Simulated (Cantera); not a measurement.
## Premixed flame

A freely propagating, adiabatic, planar premixed flame of 4.80 % CH₄, 5.76 % C₂H₆, 21.3 % O₂, 68.2 % N₂, unburnt at 475 K and 500000 Pa; multicomponent+Soret transport, grid criteria slope 0.08 and curve 0.16, no radiation.

Computed with Cantera and GRI-Mech 3.0 (53 species, 325 reactions). Burning velocities carry a grid error of a few per cent, more on coarse grids.

| z (mm) | T (K) | u (m/s) | x CH₄ | x C₂H₆ | x O₂ | x CH₂O | x OH | x H₂ |
|---|---|---|---|---|---|---|---|---|
| -0.331 | 475 | 0.478 | 0.0479 | 0.0575 | 0.212 | 1.31e-7 | <1e-8 | 0.00192 |
| -0.220 | 478 | 0.482 | 0.0475 | 0.0573 | 0.211 | 2.60e-6 | <1e-8 | 0.00520 |
| -0.165 | 494 | 0.501 | 0.0466 | 0.0571 | 0.209 | 2.11e-5 | <1e-8 | 0.00943 |
| -0.110 | 608 | 0.623 | 0.0429 | 0.0550 | 0.198 | 0.000242 | <1e-8 | 0.0182 |
| -0.0551 | 1119 | 1.19 | 0.0314 | 0.0347 | 0.142 | 0.00188 | 7.33e-6 | 0.0356 |
| -0.0275 | 1555 | 1.70 | 0.0211 | 0.0117 | 0.0885 | 0.00202 | 0.000118 | 0.0465 |
| 0 | 1937 | 2.17 | 0.00891 | 0.000607 | 0.0384 | 0.000569 | 0.000715 | 0.0532 |
| 0.0275 | 2131 | 2.40 | 0.00232 | 1.12e-5 | 0.0127 | 0.000155 | 0.00152 | 0.0545 |
| 0.0551 | 2202 | 2.48 | 0.000645 | 7.47e-7 | 0.00398 | 5.02e-5 | 0.00180 | 0.0556 |
| 0.110 | 2241 | 2.52 | 9.83e-5 | 1.54e-8 | 0.000508 | 7.37e-6 | 0.00164 | 0.0577 |
| 0.220 | 2259 | 2.53 | 1.01e-5 | <1e-8 | 6.40e-5 | 5.83e-7 | 0.00124 | 0.0593 |
| 0.441 | 2270 | 2.55 | 8.17e-7 | <1e-8 | 2.53e-5 | 4.20e-8 | 0.000871 | 0.0598 |
| 0.882 | 2277 | 2.55 | 5.61e-8 | <1e-8 | 1.16e-5 | 1.27e-8 | 0.000603 | 0.0600 |
x: mole fraction of selected species; z is measured from the peak of heat release.

The laminar burning velocity is 47.6 cm/s. The thermal thickness comes out as 0.110 mm, the peak x(CH₂O) comes out as 0.00231 and the peak x(OH) is 0.00181. The peak x(H₂) comes out as 0.0601 and the grid points is 154.
